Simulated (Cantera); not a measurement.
Mixture: 9.87 % CH₄, 6.32 % CO, 17.6 % O₂, 66.2 % N₂, equivalence ratio 1.3, at 14300 Torr, adiabatic and at constant pressure. Ignition delay is the time to a rise of 400 K.

Model: GRI-Mech 3.0 (53 species, 325 reactions), integrated in Cantera. The pressure lies above the range GRI-Mech 3.0 was tuned for (to about 10 atm).

Task: Predict: delay at 1298 K; delay at 1448 K; delay at 1598 K; delay at 1748 K; apparent activation energy between 1673 and 1823 K.

Result: delay at 1298 K: 1.40 ms
delay at 1448 K: 0.251 ms
delay at 1598 K: 57.0 µs
delay at 1748 K: 16.0 µs
apparent activation energy between 1673 and 1823 K: 200 kJ/mol
